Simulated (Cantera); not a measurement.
A closed system holds: 1 mol HMDSO, 1.7 mol CO2, 1.7 mol H2, equilibrated at 36.0 mbar.

Method: chemical equilibrium by Gibbs-energy minimisation in Cantera with the NASA 1993 tables (ideal gas, pure condensed phases). Candidate condensed phases: C, C6H6, C7H8, C8H18, H2O, Si, SiC, SiO2; 123 gas species. The feed counts by its element totals alone. Equilibrium is a limit: real reactors are often held back by kinetics, nucleation or transport. All values below are at 900 K.

Base state: H2 0.953, CO 0.0333, CH4 0.0102, H2O 0.00277, CO2 0.000223 (mole fractions); condensed: C(graphite) + SiO2(β-quartz).

Problem. What changes in the equilibrium state with this change: pressure from 36.0 mbar to 25.0 Pa?

Solution. 
```tsv
species	before	after
H2	0.953	0.964
CO	0.0333	0.0360
CH4	0.0102	7.25e-5
H2O	0.00277	2.11e-5
CO2	0.000223	1.81e-6
C(graphite), mol	7.22	7.30
SiO2(β-quartz), mol	2.00	2.00
```
